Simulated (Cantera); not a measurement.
Fluorocarbon and chlorocarbon gases: CHF3 + Si + H2

Charge: 1 mol CHF3, 0.24 mol Si, 0.25 mol H2, at 2250 K and 13.3 mbar.

Equilibrium computed with Cantera from the NASA thermochemical tables; the gas is ideal and each condensed phase is pure. Candidate condensed phases: C, C6H6, C7H8, C8H18, Si, SiC; 113 gas species. The tables' values for SiF3 are old estimates; treat these amounts as uncertain. Gases not in the tables: C2F6 and larger saturated fluorocarbons. The numbers say what is thermodynamically allowed, not how fast it happens.

```yaml
x(HF): 0.726
x(SiF4): 0.116
x(F): 0.0788
x(CF2): 0.0653
x(CF4): 0.0117
x(CF3): 0.00136
x(CF): 0.00109
x(SiF3): 0.000197
x(H): 3.86e-5
n(C(graphite)): 0.836 mol
gas_amount: 2.067 mol
log10 activity of Si(l) (absent): -14.85
```
